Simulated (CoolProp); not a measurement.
Properties of dimethyl carbonate along the isobar 645 kPa (Tc = 557.0 K, pc = 4909 kPa, ω = 0.346).

Values from CoolProp's reference Helmholtz-energy equation of state, Zhou 2011.

```tsv
T (K)	phase	Joule-Thomson coefficient (K/MPa)	isothermal compressibility (1/MPa)	expansivity (1/kK)	fugacity coefficient
468.7	gas	12.06	1.706	2.834	0.9218
480.6	gas	11.06	1.690	2.694	0.9279
492.6	gas	10.18	1.677	2.570	0.9334
504.5	gas	9.420	1.665	2.461	0.9383
516.4	gas	8.751	1.655	2.363	0.9427
528.4	gas	8.155	1.646	2.275	0.9468
540.3	gas	7.629	1.638	2.195	0.9505
552.2	gas	7.160	1.631	2.123	0.9538
564.2	gas	6.735	1.625	2.055	0.9569
576.1	gas	6.355	1.619	1.994	0.9598
588.1	gas	6.008	1.614	1.936	0.9624
600	gas	5.696	1.610	1.883	0.9648
```
